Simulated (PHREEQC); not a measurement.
PHREEQC input (ion-association model, wateq4f.dat):

```
PHASES
  Fix_H+
    H+ = H+
    -log_k 0
SOLUTION 1
  temp 25
  units mol/kgw
  pH 7 charge
  Cl 0.003
  Na 0.003
END
SELECTED_OUTPUT 1
  -reset false
  -pH true
  -pe true
  -ionic_strength true
  -water true
  -totals Ag Br Cl Na
  -molalities H+ Ag+ Br- Cl- Na+ O2 OH- AgBr AgBr2- AgCl
    AgCl2- AgCl3-2 AgCl4-3 AgOH Ag(OH)2- AgBr3-2
  -equilibrium_phases Bromyrite Cerargyrite Ag2O
PRINT
  -reset false
USE solution 1
EQUILIBRIUM_PHASES 1
  Fix_H+ -2 HCl 10
    -force_equality true
  Bromyrite 0 0.05
  Cerargyrite 0 0
  Ag2O 0 0
  O2(g) -0.68 10
END
# ... the last block is repeated for the other 20 points of pH, with NaOH or the acid as the point needs
```

Selected output (columns that matter, 17 of 21 rows; pH added in front):

```
pH	mu	Ag	Br	Cl	Na	m_H+	m_Ag+	m_Br-	m_Cl-	m_Na+	m_OH-	m_AgCl	Bromyrite	Cerargyrite
2	0.014087	8.2876e-07	4.2316e-05	0.014045	0.003	0.011087	1.6126e-08	4.2306e-05	0.014044	0.003	1.1312e-12	3.3006e-07	0.049958	4.1487e-05
2.4	0.0073134	6.1272e-07	2.2001e-05	0.007292	0.003	0.0043133	2.9233e-08	2.1991e-05	0.0072911	0.003	2.7547e-12	3.3057e-07	0.049978	2.1389e-05
2.8	0.0046946	5.4005e-07	1.4133e-05	0.004681	0.003	0.0016946	4.4059e-08	1.4123e-05	0.0046803	0.003	6.8044e-12	3.3077e-07	0.049986	1.3593e-05
3.6	0.0032661	5.1039e-07	9.8378e-06	0.0032567	0.003	0.00026603	6.1897e-08	9.8282e-06	0.0032562	0.003	4.2439e-11	3.3088e-07	0.04999	9.3274e-06
4	0.0031058	5.0808e-07	9.3558e-06	0.0030969	0.003	0.00010578	6.4902e-08	9.3463e-06	0.0030964	0.003	1.0645e-10	3.3089e-07	0.049991	8.8477e-06
4.4	0.0030422	5.0724e-07	9.1642e-06	0.0030334	0.003	4.2091e-05	6.6183e-08	9.1547e-06	0.0030329	0.003	2.6722e-10	3.309e-07	0.049991	8.657e-06
5.2	0.0030067	5.068e-07	9.0577e-06	0.0029981	0.003	6.6691e-06	6.6918e-08	9.0482e-06	0.0029976	0.003	1.6855e-09	3.309e-07	0.049991	8.5509e-06
5.6	0.0030027	5.0675e-07	9.0456e-06	0.0029941	0.003	2.6549e-06	6.7003e-08	9.0361e-06	0.0029936	0.003	4.2336e-09	3.309e-07	0.049991	8.5389e-06
6	0.0030011	5.0674e-07	9.0408e-06	0.0029925	0.003	1.0569e-06	6.7036e-08	9.0313e-06	0.002992	0.003	1.0634e-08	3.309e-07	0.049991	8.5341e-06
6.4	0.0030005	5.0673e-07	9.0388e-06	0.0029919	0.003	4.2077e-07	6.705e-08	9.0293e-06	0.0029913	0.003	2.6712e-08	3.309e-07	0.049991	8.5321e-06
6.8	0.0030002	5.0672e-07	9.0379e-06	0.0029916	0.003	1.6751e-07	6.7056e-08	9.0284e-06	0.002991	0.003	6.7097e-08	3.309e-07	0.049991	8.5312e-06
7.6	0.0030005	5.0673e-07	9.0376e-06	0.0029915	0.0030004	2.6549e-08	6.7059e-08	9.0281e-06	0.0029909	0.0030004	4.2336e-07	3.309e-07	0.049991	8.5309e-06
8	0.0030011	5.0673e-07	9.0376e-06	0.0029915	0.0030011	1.0569e-08	6.706e-08	9.0281e-06	0.0029909	0.0030011	1.0634e-06	3.309e-07	0.049991	8.5309e-06
8.4	0.0030027	5.0674e-07	9.0376e-06	0.0029915	0.0030027	4.2078e-09	6.7062e-08	9.0281e-06	0.0029909	0.0030027	2.6712e-06	3.309e-07	0.049991	8.5309e-06
9.2	0.0030169	5.0684e-07	9.0376e-06	0.0029915	0.0030169	6.6696e-10	6.708e-08	9.0281e-06	0.0029909	0.0030169	1.6857e-05	3.309e-07	0.049991	8.5308e-06
9.6	0.0030424	5.0702e-07	9.0376e-06	0.0029915	0.0030424	2.6558e-10	6.7112e-08	9.0281e-06	0.0029909	0.0030424	4.2352e-05	3.309e-07	0.049991	8.5306e-06
10	0.0031065	5.0748e-07	9.0375e-06	0.0029915	0.0031064	1.0578e-10	6.7191e-08	9.028e-06	0.0029909	0.0031064	0.00010645	3.3089e-07	0.049991	8.53e-06
```

Species that the database lacks are ignored.
